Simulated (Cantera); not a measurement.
Feed: 1 mol AlCl3, 31 mol H2O, 1.5 mol N2, at 13.3 mbar.

Method: chemical equilibrium by Gibbs-energy minimisation in Cantera with the NASA 1993 tables (ideal gas, pure condensed phases). Candidate condensed phases: Al, AlCl3, AlN, Al2O3, H2O, NH4Cl; 45 gas species. Gases not in the tables: Al(OH)3. Equilibrium is a limit: real reactors are often held back by kinetics, nucleation or transport. All values below are at 1448 K.

Base state: H2O 0.867, HCl 0.0880, N2 0.0441, H2 0.000521, Cl 0.000251, O2 0.000176, OH 7.22e-5 (mole fractions); condensed: Al2O3(s).

### Question
What changes in the equilibrium state with this change: AlCl3 replaced by Al?

### Answer
| species | before | after |
|---|---|---|
| H2O | 0.867 | 0.908 |
| N2 | 0.0441 | 0.0462 |
| H2 | 0.000521 | 0.0461 |
| HCl | 0.0880 | 0 |
| Cl | 0.000251 | 0 |
| O2 | 0.000176 | 2.46e-8 |
| Al2O3(s), mol | 0.500 | 0.500 |
